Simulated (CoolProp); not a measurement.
Properties of fluoroethane (R161) along the isobar 20.4 bar (Tc = 102.1 °C, pc = 50.10 bar, ω = 0.216).

Model: reference Helmholtz-energy equation of state, Wu 2012, in CoolProp.

```csv
T (°C),phase,density (kg/m³),cv (kJ/(kg K)),Joule-Thomson coefficient (K/MPa),expansivity (1/kK),fugacity coefficient
52.85,liquid,644.2,1.533,0.3469,4.823,0.7222
61.05,gas,…,1.376,19.52,8.978,0.7903
69.25,gas,45.32,1.376,17.28,7.443,0.8077
77.35,gas,…,1.379,15.50,6.442,0.8228
85.55,gas,40.78,1.385,14.00,5.716,0.8363
93.75,gas,39.00,…,12.74,5.169,0.8484
101.95,gas,37.45,1.403,…,4.739,0.8593
110.05,gas,36.09,1.415,10.74,4.395,0.8690
118.25,gas,34.86,1.428,9.918,4.108,0.8779
126.45,gas,33.74,1.442,9.199,3.865,0.8860
134.55,gas,32.73,1.457,8.569,3.661,0.8933
142.75,gas,31.78,1.473,8.002,3.481,0.9001
150.95,gas,30.91,…,7.495,3.323,0.9063
```

Task: Some entries are withheld; supply them.

Result: 
- 61.05, density (kg/m³): 48.46
- 77.35, density (kg/m³): 42.86
- 93.75, cv (kJ/(kg K)): 1.393
- 101.95, Joule-Thomson coefficient (K/MPa): 11.66
- 150.95, cv (kJ/(kg K)): 1.490
